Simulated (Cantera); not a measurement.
Charge: 1 mol SiCl4, 4.1 mol H2O, 130 mol N2, 28 mol O2, held at 1600 K and 10.0 mbar.

Cantera equilibrium calculation (NASA polynomials, part measured and part estimated; ideal gas, pure solids and liquids). Candidate condensed phases: H2O, NH4Cl, Si, SiO2, Si2N2O, Si3N4; 47 gas species. The tables hold silica as quartz up to 1696 K and as liquid above; real silica turns to tridymite and cristobalite and melts near 1996 K. Kinetics and transport are ignored.

Base state: N2 0.790, O2 0.168, HCl 0.0191, H2O 0.0153, Cl 0.00521, NO 0.00173, OH 0.000207, O 5.95e-5 (mole fractions); condensed: SiO2(β-quartz).

### Question
What changes in the equilibrium state with this change: pressure from 10.0 mbar to 1.00 bar?

### Answer
```
species               before     after
-------------------  -------  --------
N2                     0.790     0.791
O2                     0.168     0.169
HCl                   0.0191    0.0217
Cl                   0.00521   0.00196
H2O                   0.0153    0.0141
Cl2                  2.25e-5  0.000319
O                    5.95e-5   5.96e-6
SiO2(β-quartz), mol    1.000      1.00
```
Gases not in the tables: Si(OH)4.

### Question
What changes in the equilibrium state with this change: O2 from 28 to 4.6 mol?

### Answer
| species | before | after |
|---|---|---|
| N2 | 0.790 | 0.923 |
| O2 | 0.168 | 0.0312 |
| HCl | 0.0191 | 0.0242 |
| H2O | 0.0153 | 0.0169 |
| O | 5.95e-5 | 2.56e-5 |
| NO | 0.00173 | 0.000807 |
| Cl2 | 2.25e-5 | 1.42e-5 |
| OH | 0.000207 | 0.000143 |
| SiO2(β-quartz), mol | 1.000 | 1.000 |
